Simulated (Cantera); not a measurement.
Input: 1 mol Si2H6, 11 mol N2O, 5.6 mol N2, held at 12.0 mbar.

Method: chemical equilibrium by Gibbs-energy minimisation in Cantera with the NASA 1993 tables (ideal gas, pure condensed phases). Candidate condensed phases: H2O, Si, SiO2, Si2N2O, Si3N4; 35 gas species. The feed counts by its element totals alone. The tables hold silica as quartz up to 1696 K and as liquid above; real silica turns to tridymite and cristobalite and melts near 1996 K. Equilibrium is a limit: real reactors are often held back by kinetics, nucleation or transport. All values below are at 1277 °C.

Base state: N2 0.768, H2O 0.139, O2 0.0920, NO 0.00101, OH 0.000345, O 2.17e-5, H2 1.51e-5 (mole fractions); condensed: SiO2(β-quartz).

### Question
What changes in the equilibrium state with this change: Si2H6 replaced by HMDSO?

### Answer
```csv
species,before,after
N2,0.768,0.525
H2,1.51e-5,0.235
CO,0,0.176
O2,0.0920,<1e-9
CO2,0,0.0134
H2O,0.139,0.0499
NO,0.00101,1.94e-8
O,2.17e-5,<1e-9
OH,0.000345,9.95e-7
H,1.12e-6,0.000139
"SiO2(β-quartz), mol",2.00,2.00
```
Further candidate phases: C, C6H6, C7H8, C8H18, SiC.
